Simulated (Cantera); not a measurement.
CF4 + Si + H2 (fluorocarbon and chlorocarbon gases)

Input: 1 mol CF4, 0.037 mol Si, 0.29 mol H2, held at 2075 K.

Equilibrium computed with Cantera from the NASA thermochemical tables; the gas is ideal and each condensed phase is pure. Candidate condensed phases: C, C6H6, C7H8, C8H18, Si, SiC; 113 gas species. The tables' values for SiF3 are old estimates; treat these amounts as uncertain. Gases not in the tables: C2F6 and larger saturated fluorocarbons. Kinetics and transport are ignored.

From 1.00 Pa to 100000 Pa the condensed part is C(graphite). The main Si-bearing gas is SiF4 throughout.

```json
[
 {"P (Pa)": "1", "x F": "0.806", "x CF4": "1.64e-5", "x HF": "0.153", "x CF2": "0.0260", "x SiF4": "0.00962", "x CF3": "2.17e-5", "n C(graphite)": "0.881"},
 {"P (Pa)": "6.80", "x F": "0.684", "x CF4": "0.00269", "x HF": "0.170", "x CF2": "0.127", "x SiF4": "0.0108", "x CF3": "0.000615", "n C(graphite)": "0.537"},
 {"P (Pa)": "46", "x F": "0.387", "x CF4": "0.0851", "x HF": "0.230", "x CF2": "0.276", "x SiF4": "0.0147", "x CF3": "0.00509", "n C(graphite)": "0.0701"},
 {"P (Pa)": "320", "x F": "0.126", "x CF4": "0.318", "x HF": "0.324", "x CF2": "0.202", "x SiF4": "0.0207", "x CF3": "0.00843", "n C(graphite)": "0.0525"},
 {"P (Pa)": "2200", "x F": "0.0326", "x CF4": "0.468", "x HF": "0.375", "x CF2": "0.0935", "x SiF4": "0.0239", "x CF3": "0.00695", "n C(graphite)": "0.119"},
 {"P (Pa)": "15000", "x F": "0.00797", "x CF4": "0.530", "x HF": "0.394", "x CF2": "0.0381", "x SiF4": "0.0251", "x CF3": "0.00472", "n C(graphite)": "0.155"},
 {"P (Pa)": "100000", "x F": "0.00194", "x CF4": "0.554", "x HF": "0.400", "x CF2": "0.0151", "x SiF4": "0.0255", "x CF3": "0.00304", "n C(graphite)": "0.171"}
]
```
x: gas mole fraction; n: condensed amount in mol.
